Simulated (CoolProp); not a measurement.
Vapour-liquid equilibrium of n-hexane (1) + benzene (2) at 0.0136 MPa; x and y are mole fractions of (1).

Values from CoolProp's multi-fluid Helmholtz-energy mixture model, Thol 2019 and Thol 2012; pair parameters Bell 2016.

```
x     bubble temperature, mixture model (K)  bubble temperature, Raoult's law (K)  y, mixture model  y, Raoult's law
----  -------------------------------------  ------------------------------------  ----------------  ---------------
0.05                                  297.6                                 299.0             0.132            0.077
0.15                                  294.9                                 297.8             0.306            0.219
0.25                                  293.1                                 296.6             0.418            0.347
0.35                                  291.9                                 295.5             0.503            0.463
0.45                                  291.1                                 294.5             0.574            0.568
0.55                                  290.4                                 293.5             0.640            0.663
0.65                                  289.9                                 292.5             0.707            0.750
0.75                                  289.6                                 291.6             0.779            0.829
0.85                                  289.4                                 290.7             0.858            0.902
0.95                                  289.4                                 289.8             0.949            0.969
```

The largest gap from Raoult's law is -3.6 K in bubble temperature, at x = 0.35. y crosses x between x = 0.85 and 0.95: the model has an azeotrope there.

Pair parameters are fitted to limited data, so mixtures are less certain than the pure fluids.
